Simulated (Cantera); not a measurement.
A closed system holds: 1 mol MgO, 0.61 mol C, 5.7 mol H₂.

Cantera equilibrium calculation (NASA polynomials, part measured and part estimated; ideal gas, pure solids and liquids). Candidate condensed phases: C, C₆H₆, C₇H₈, C₈H₁₈, H₂O, Mg, MgCO₃, MgO, Mg(OH)₂; 116 gas species. The numbers say what is thermodynamically allowed, not how fast it happens.

What condenses at these points (T in K, P in Pa): (1848, 240000); (1448, 180); (1948, 42); (1148, 1000000); (1348, 10); (1448, 1000000)?


```
T (K)  P in Pa  condensed phases  Mg condensed (%)
-----  -------  ----------------  ----------------
1848    240000           C + MgO              79.5
1448       180               MgO              39.0
1948        42          gas only               0.0
1148   1000000               MgO             100.0
1348        10               MgO              39.0
1448   1000000           C + MgO             100.0
```
